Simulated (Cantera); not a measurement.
Feed: 1 mol MgO, 2 mol HF, 1 mol N₂, equilibrated at 1150 K and 8.10 Pa.

These are equilibrium values from Cantera (NASA tables, ideal gas, pure condensed phases), not measurements of a reactor. Candidate condensed phases: H₂O, Mg, MgF₂, MgO, Mg(OH)₂; 50 gas species. Mutual solubility and eutectic melting of coexisting phases are not modelled. Equilibrium is a limit: real reactors are often held back by kinetics, nucleation or transport.

Base state: HF 0.577, N₂ 0.356, H₂O 0.0671, MgF₂ 7.15e-5, H₂ 1.30e-5 (mole fractions); condensed: MgF₂(s) + MgO(s).

**Question.** What changes in the equilibrium state with this change: temperature from 1150 K to 1248 K?

**Answer.** 
| species | before | after |
|---|---|---|
| HF | 0.577 | 0.646 |
| N₂ | 0.356 | 0.338 |
| H₂O | 0.0671 | 0.0146 |
| MgF₂ | 7.15e-5 | 0.00160 |
| H₂ | 1.30e-5 | 1.86e-5 |
| MgF₂(s), mol | 0.188 | 0.0385 |
| MgO(s), mol | 0.811 | 0.957 |

**Question.** What changes in the equilibrium state with this change: temperature from 1150 K to 1475 K?

**Answer.** 
```json
[
 {"species": "HF", "before": "0.577", "after": "0.635"},
 {"species": "N₂", "before": "0.356", "after": "0.333"},
 {"species": "MgF₂", "before": "7.15e-5", "after": "0.0160"},
 {"species": "H₂O", "before": "0.0671", "after": "0.0157"},
 {"species": "H", "before": "2.99e-8", "after": "2.19e-5"},
 {"species": "OH", "before": "9.31e-7", "after": "3.90e-5"},
 {"species": "NO", "before": "4.73e-7", "after": "1.56e-5"},
 {"species": "MgF₂(s), mol", "before": "0.188", "after": "0"},
 {"species": "MgO(s), mol", "before": "0.811", "after": "0.952"}
]
```

**Question.** What changes in the equilibrium state with this change: pressure from 8.10 Pa to 0.100 bar?

**Answer.** 
```csv
species,before,after
N₂,0.356,0.489
H₂O,0.0671,0.467
HF,0.577,0.0434
MgF₂,7.15e-5,5.79e-8
H₂,1.30e-5,4.49e-6
"MgF₂(s), mol",0.188,0.956
"MgO(s), mol",0.811,0.0443
```
